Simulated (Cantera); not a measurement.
Input: 1 mol MgO, 0.52 mol Cl₂, 11 mol H₂, held at 1198 K and 1330 Pa.

Equilibrium computed with Cantera from the NASA thermochemical tables; the gas is ideal and each condensed phase is pure. Candidate condensed phases: H₂O, Mg, MgCl₂, MgO, Mg(OH)₂; 22 gas species. The numbers say what is thermodynamically allowed, not how fast it happens.

Problem. What is the equilibrium state?

Solution. 
| Item | Value |
|---|---|
| x(H₂) | 0.910 |
| x(HCl) | 0.0871 |
| x(H₂O) | 0.00157 |
| x(MgCl₂) | 0.00157 |
| x(H) | 1.57e-6 |
| n(MgO(s)) | 0.982 mol |
| gas amount | 11.52 mol |
| log10 activity of Mg(l) (absent) | -9.83 |
